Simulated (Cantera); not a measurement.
An isothermal, constant-pressure homogeneous reactor starts with C2H6 : N2 = 1 : 69 (molar parts), at 1425 K and 0.0267 bar. Integrator tolerance rtol = 1e-08.

Computed with Cantera and GRI-Mech 3.0 (53 species, 325 reactions). GRI-Mech 3.0 stops at C3 and has no aromatics, soot or wall deposition, so with more carbon than oxygen in the feed, carbon stays in small species such as C2H2 where larger ones or solid carbon would form. Radical loss at walls, strong at low pressure, is not modelled.

Problem. What does this change do: pressure from 0.0267 bar to 0.000300 bar?

Solution. 
```json
[
 {"quantity": "x(C2H6) at 100 s", "before": "1.14e-7 (gas-phase equilibrium 1.37e-11)", "after": "4.89e-8 (gas-phase equilibrium <1e-12)"},
 {"quantity": "x(C2H4) at 100 s", "before": "7.56e-6 (gas-phase equilibrium 1.17e-6)", "after": "1.51e-5 (gas-phase equilibrium 1.32e-8)"},
 {"quantity": "x(H) at 100 s", "before": "5.33e-6 (gas-phase equilibrium 7.01e-6)", "after": "2.36e-5 (gas-phase equilibrium 6.60e-5)"},
 {"quantity": "x(HCN) at 100 s", "before": "1.05e-6 (gas-phase equilibrium 0.0227)", "after": "4.25e-6 (gas-phase equilibrium 0.0227)"},
 {"quantity": "x(CH4) at 100 s", "before": "0.00160 (gas-phase equilibrium 1.23e-5)", "after": "0.00211 (gas-phase equilibrium 1.39e-7)"},
 {"quantity": "x(CH3) at 100 s", "before": "6.71e-6 (gas-phase equilibrium 6.26e-8)", "after": "4.02e-5 (gas-phase equilibrium 6.64e-9)"}
]
```

Problem. What does this change do: pressure from 0.0267 bar to 0.00100 bar?

Solution. 
```csv
quantity,before,after
x(C2H6) at 100 s,1.14e-7 (gas-phase equilibrium 1.37e-11),5.59e-8 (gas-phase equilibrium <1e-12)
x(C2H4) at 100 s,7.56e-6 (gas-phase equilibrium 1.17e-6),8.02e-6 (gas-phase equilibrium 4.40e-8)
x(H) at 100 s,5.33e-6 (gas-phase equilibrium 7.01e-6),1.47e-5 (gas-phase equilibrium 3.62e-5)
x(HCN) at 100 s,1.05e-6 (gas-phase equilibrium 0.0227),3.59e-6 (gas-phase equilibrium 0.0227)
x(CH4) at 100 s,0.00160 (gas-phase equilibrium 1.23e-5),0.00202 (gas-phase equilibrium 4.64e-7)
x(CH3) at 100 s,6.71e-6 (gas-phase equilibrium 6.26e-8),2.39e-5 (gas-phase equilibrium 1.21e-8)
```
